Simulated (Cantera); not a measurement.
Cantera run, input and output.

```python
import numpy as np
import cantera as ct

surf = ct.Interface("diamond.yaml", "diamond_100")
gas, bulk = surf.adjacent["gas"], surf.adjacent["diamond"]
k = surf.kinetics_species_index(bulk.species_names[0])
cover = ["c6HH", "c6H*", "c6*H", "c6**", "c6HM", "c6B"]

rows, drift = [], 0.0
print(f"{'xCH3':>10s}{'um/h':>11s}" + "".join(f"{s:>11s}" for s in cover))
for v in [1e-06, 2.4e-06, 5.7e-06, 1.4e-05, 3.3e-05, 7.8e-05, 0.00019, 0.00044, 0.0011]:
    T, P, xH, xCH3 = 1350, 1800, 0.0054, v
    gas.TPX = T, P, {"H": xH, "CH3": xCH3, "CH4": 0.0033, "H2": 1 - xH - xCH3 - 0.0033}
    surf.TP = bulk.TP = T, P
    surf.coverages = "c6H*:0.1, c6HH:0.9"
    surf.advance_coverages(100.0)
    before = surf.coverages
    surf.advance_coverages(100.0)
    drift = max(drift, np.max(np.abs(surf.coverages - before) / (surf.coverages + 1e-9)))
    rate = surf.net_production_rates[k] * bulk.mean_molecular_weight / bulk.density * 3.6e9
    rows.append([rate, *surf[cover].coverages])
    print(f"{v:10.4g}{rate:11.4e}" + "".join(f"{x:11.3e}" for x in rows[-1][1:]))
```

Output:

```
      xCH3       um/h       c6HH       c6H*       c6*H       c6**       c6HM        c6B
     1e-06 2.8542e-03  3.616e-01  5.416e-02  5.339e-01  5.032e-02  3.166e-07  7.745e-12
   2.4e-06 6.8497e-03  3.616e-01  5.416e-02  5.339e-01  5.032e-02  7.599e-07  1.859e-11
   5.7e-06 1.6266e-02  3.616e-01  5.416e-02  5.339e-01  5.032e-02  1.805e-06  4.414e-11
   1.4e-05 3.9941e-02  3.616e-01  5.416e-02  5.339e-01  5.030e-02  4.432e-06  1.084e-10
   3.3e-05 9.4089e-02  3.616e-01  5.416e-02  5.339e-01  5.027e-02  1.044e-05  2.553e-10
   7.8e-05 2.2207e-01  3.615e-01  5.415e-02  5.339e-01  5.019e-02  2.467e-05  6.026e-10
   0.00019 5.3895e-01  3.615e-01  5.414e-02  5.337e-01  5.000e-02  6.001e-05  1.462e-09
   0.00044 1.2380e+00  3.614e-01  5.411e-02  5.334e-01  4.958e-02  1.385e-04  3.359e-09
    0.0011 3.0306e+00  3.613e-01  5.404e-02  5.327e-01  4.850e-02  3.433e-04  8.224e-09
```

Computed with Cantera and the Harris–Goodwin 1993 mechanism for the reconstructed diamond (100) surface.
